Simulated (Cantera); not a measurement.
A closed system holds: 1 mol Si2Cl6, 16 mol NH3, held at 1098.15 K and 0.400 bar.

Equilibrium computed with Cantera from the NASA thermochemical tables; the gas is ideal and each condensed phase is pure. Candidate condensed phases: NH4Cl, Si, Si3N4; 28 gas species. The feed counts by its element totals alone. Equilibrium is a limit: real reactors are often held back by kinetics, nucleation or transport.

Base state: H2 0.626, N2 0.199, HCl 0.174, SiCl4 0.00106, SiHCl3 5.58e-5, NH3 2.84e-5 (mole fractions); condensed: Si3N4(s).

### Question
What changes in the equilibrium state with this change: NH3 from 16 to 0.24 mol?

### Answer
```
species         before     after
-------------  -------  --------
SiCl4          0.00106     0.734
H2               0.626     0.146
SiHCl3         5.58e-5    0.0765
N2               0.199   2.25e-9
SiCl3          6.11e-6    0.0174
HCl              0.174    0.0203
NH3            2.84e-5     <1e-9
SiCl2          4.93e-7   0.00577
SiH2Cl2        3.50e-7  0.000954
Si3N4(s), mol    0.654    0.0600
Si(s), mol           0     0.280
```
Mutual solubility and eutectic melting of coexisting phases are not modelled. The tables' values for SiCl3 are old estimates; treat these amounts as uncertain.
